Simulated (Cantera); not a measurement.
Input: 1 mol BCl3, 1.2 mol O2, 43 mol H2, held at 2048 K and 7.13 Torr.

Equilibrium computed with Cantera from the NASA thermochemical tables; the gas is ideal and each condensed phase is pure. Candidate condensed phases: B, B2O3, B3O3H3, H2O; 33 gas species. The tables' values for BOCl are old estimates; treat these amounts as uncertain. The numbers say what is thermodynamically allowed, not how fast it happens.

Problem. What is the equilibrium state?

Solution. 
```json
{
  "x(H2)": "0.876",
  "x(HCl)": "0.0644",
  "x(H)": "0.0215",
  "x(H2O)": "0.0164",
  "x(HBO2)": "0.0131",
  "x(HBO)": "0.00455",
  "x(BO)": "0.00155",
  "x(Cl)": "0.00117",
  "x(B2O3)": "0.00117",
  "gas_amount": "45.55 mol",
  "log10 activity of B(s) (absent)": "-4.42"
}
```
